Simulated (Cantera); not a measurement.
An adiabatic, constant-volume homogeneous reactor starts with CO : H₂ : CH₄ : O₂ : N₂ : CO₂ = 1 : 0.14 : 0.067 : 0.587 : 2.21 : 0.37 (molar parts), at 950 K and 2400000 Pa.

Cantera simulation using GRI-Mech 3.0 (53 species, 325 reactions); the numbers are that mechanism's predictions, not measurements. The pressure lies above the range GRI-Mech 3.0 was tuned for (to about 10 atm). Below about 1000 K GRI-Mech 3.0 lacks low-temperature oxidation paths.

**Question.** Predict: time of steepest temperature rise; temperature at 1.00 s; equilibrium temperature; x(CO) at 1.00 s; x(H₂) at 1.00 s.

**Answer.** 
```json
{
  "time_of_steepest_temperature_rise": "9.86 ms",
  "temperature at 1.00 s": "2876 K",
  "equilibrium_temperature": "2876 K",
  "x(CO) at 1.00 s": "0.0813 (gas-phase equilibrium 0.0813)",
  "x(H₂) at 1.00 s": "0.00258 (gas-phase equilibrium 0.00258)"
}
```
